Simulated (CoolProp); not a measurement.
The fluid at 382.54 K and 0.113 MPa flows at 3.7 m/s in a round tube of 6 mm bore and 0.25 µm roughness, fully developed (64/Re and Nu = 3.66 if laminar; Colebrook and Gnielinski if turbulent). The same conditions are run with several fluids, on thermodynamics alone (safety and materials aside).

Values from CoolProp's reference Helmholtz-energy equation of state of each fluid (n-heptane: Span 2003; R134a: Tillner-Roth 1994; R141b: Lemmon 2006; n-hexane: Thol 2019; R404A: Lemmon 2003). Blends and air are pseudo-pure fits.

Rank n-heptane, R134a, R141b, n-hexane, R404A by Reynolds number, highest first.

n-heptane (11200), n-hexane (8810), R141b (7920), R134a (5390), R404A (5010)

```tsv
fluid	Darcy friction factor	pressure drop (Pa/m)	heat-transfer coefficient (W/(m² K))	mass flow (kg/h)
n-heptane	0.0300	129	114	1.42
R134a	0.0366	153	59.1	1.38
R141b	0.0329	159	63.6	1.59
n-hexane	0.0320	116	99.5	1.20
R404A	0.0374	149	55.8	1.32
```

Transport values come from each fluid's own correlations; those of R134a, R141b are estimates that may be off by 10 % or more.
